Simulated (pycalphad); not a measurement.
CALPHAD calculation (pycalphad, COST 507 light-alloy database (1999)), 1 atm. These are 1990s assessments: newer ones move some temperatures and phases. Amounts are mole fractions of atoms. Diffusion is slow at the low end, where real alloys seldom reach equilibrium.

Question: Give the equilibrium state of C-14.7B (at.%) at 500 K.

Answer: 
```
T = 500.00 K, P = 101325 Pa, N = 1 mol of atoms
G = -7619 J/mol, H = -1775 J/mol, S = 11.69 J/(mol K)  (SER reference)
chemical potentials (J/mol): C -3465, B -31722
phase             fraction       x(C)       x(B)
GRAPHITE            0.8163     1.0000   1.24e-08
B4C                 0.1837     0.2000     0.8000
```

Question: Give the equilibrium state of C-14.7B (at.%) at 2900 K.

Answer: 
```
T = 2900.00 K, P = 101325 Pa, N = 1 mol of atoms
G = -94689 J/mol, H = 71817 J/mol, S = 57.42 J/(mol K)  (SER reference)
chemical potentials (J/mol): C -87653, B -135519
phase             fraction       x(C)       x(B)
GRAPHITE            0.8040     0.9800     0.0200
LIQUID              0.1960     0.3319     0.6681
```

Database names, with the compositions (at.%) that they take in these runs: B4C: B 80 C 20.
